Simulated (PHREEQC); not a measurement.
Dissolve 74 mmol/kgw HF and 12 mmol/kgw KF at 35 °C. Closed to the air; pH follows from the charge balance.

All values are PHREEQC results (ion-association model, wateq4f.dat), not measurements.

```json
{
 "pH": "2.54",
 "ionic_strength": "0.0152 mol/kgw",
 "total_alkalinity": "-74.0 meq/kg"
}
```

| species | molality | activity | log γ |
|---|---|---|---|
| HF | 0.0564 | 0.0566 | 0.002 |
| F- | 0.0124 | 0.0109 | -0.056 |
| K+ | 0.0120 | 0.0106 | -0.056 |
| H2F2 | 0.00576 | 0.00578 | 0.002 |
| H+ | 0.00322 | 0.00289 | -0.047 |
| HF2- | 0.00286 | 0.00252 | -0.056 |

No solid was allowed to form. wateq4f.dat counts part of the HF as a dimer, H2F2, which phreeqc.dat doesn't know; its constant is uncertain.
